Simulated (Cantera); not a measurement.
Source: NASA polynomial tables (part measured, part estimated), evaluated in Cantera. Values are per mole of reaction as written; species without (g) are pure solids or liquids, kept so even where they would boil at 1 bar.

C6H6(g) + 3 TaO2(g) → 3 Ta + 6 CO(g) + 3 H2(g)

```csv
T (K),ΔH° (kJ),ΔS° (J/K),ΔG° (kJ),log10 K
300,-143.3,593.2,-321.3,55.94
523,-124.5,641.9,-460.2,45.97
723,…,…,…,…
923,…,…,…,…
1123,-117.8,653.2,-851.4,39.60
1323,…,…,…,…
1523,-123.1,649.2,-1111.9,38.13
1723,-126.5,647.1,-1241.5,37.64
```

Problem. What belongs in the gaps?

Solution. 
- 723, ΔH° (kJ): -118.4
- 723, ΔS° (J/K): 652.2
- 723, ΔG° (kJ): -589.9
- 723, log10 K: 42.62
- 923, ΔH° (kJ): -116.8
- 923, ΔS° (J/K): 654.1
- 923, ΔG° (kJ): -720.6
- 923, log10 K: 40.78
- 1323, ΔH° (kJ): -120.1
- 1323, ΔS° (J/K): 651.3
- 1323, ΔG° (kJ): -981.8
- 1323, log10 K: 38.76
